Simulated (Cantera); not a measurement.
Silicon carbide growth: SiCl4 + HCl + H2 + CH4

A closed system holds: 1 mol SiCl4, 0.041 mol HCl, 4.1 mol H2, 0.91 mol CH4, at 1775 °C and 1.80 mbar.

Cantera equilibrium calculation (NASA polynomials, part measured and part estimated; ideal gas, pure solids and liquids). Candidate condensed phases: C, C6H6, C7H8, C8H18, Si, SiC; 109 gas species. The tables' values for SiCl, SiCl3 are old estimates; treat these amounts as uncertain. The numbers say what is thermodynamically allowed, not how fast it happens.

```yaml
x(H2): 0.511
x(HCl): 0.383
x(SiCl2): 0.0424
x(H): 0.0377
x(Cl): 0.0209
x(Si): 0.00274
x(SiCl): 0.00148
x(C2H2 (acetylene)): 0.000535
x(SiCl3): 0.000188
n(C(graphite)): 0.287 mol
n(SiC(s)): 0.611 mol
gas_amount: 8.232 mol
log10 activity of Si(l) (absent): -1.19
```
